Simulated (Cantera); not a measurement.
Equilibrium for roasting and sulfation: MgO + H2S + O2

Input: 1 mol MgO, 0.11 mol H2S, 0.81 mol O2, equilibrated at 1523.15 K and 1.40 bar.

Method: chemical equilibrium by Gibbs-energy minimisation in Cantera with the NASA 1993 tables (ideal gas, pure condensed phases). Candidate condensed phases: H2O, H2SO4, Mg, MgO, Mg(OH)2, MgS, MgSO4, S; 26 gas species. Rates play no part.

| Item | Value |
|---|---|
| x(O2) | 0.745 |
| x(H2O) | 0.127 |
| x(SO2) | 0.123 |
| x(SO3) | 0.00419 |
| x(OH) | 0.000136 |
| x(O) | 4.03e-6 |
| n(MgO(s)) | 1.00 mol |
| gas amount | 0.8632 mol |
| log10 activity of S(l) (absent) | -10.60 |
| log10 activity of Mg(l) (absent) | -14.85 |
